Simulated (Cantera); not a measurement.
## Thermodynamics of silicon etching in halogen gases, feed Si + HF + H2

Charge: 1 mol Si, 1.2 mol HF, 3.4 mol H2, at 9.40 Pa.

These are equilibrium values from Cantera (NASA tables, ideal gas, pure condensed phases), not measurements of a reactor. Candidate condensed phases: Si; 25 gas species. The tables' values for SiF3, SiF2 are old estimates; treat these amounts as uncertain. The numbers say what is thermodynamically allowed, not how fast it happens.

```csv
T (K),x H2,x SiF4,x SiF3,x SiF2,n Si(s)
573,0.930,0.0693,1.19e-8,<1e-12,0.699
673,0.930,0.0691,5.93e-7,7.22e-11,0.699
773,0.930,0.0690,1.06e-5,1.10e-8,0.699
873,0.930,0.0688,9.79e-5,5.21e-7,0.699
973,0.930,0.0684,0.000566,1.10e-5,0.698
1073,0.929,0.0669,0.00232,0.000130,0.696
1173,0.927,0.0625,0.00716,0.000971,0.690
1273,0.922,0.0525,0.0169,0.00496,0.673
```
x: gas mole fraction; n: condensed amount in mol.

From 573 K to 1273 K the condensed part is Si(s). The main Si-bearing gas is SiF4 throughout.
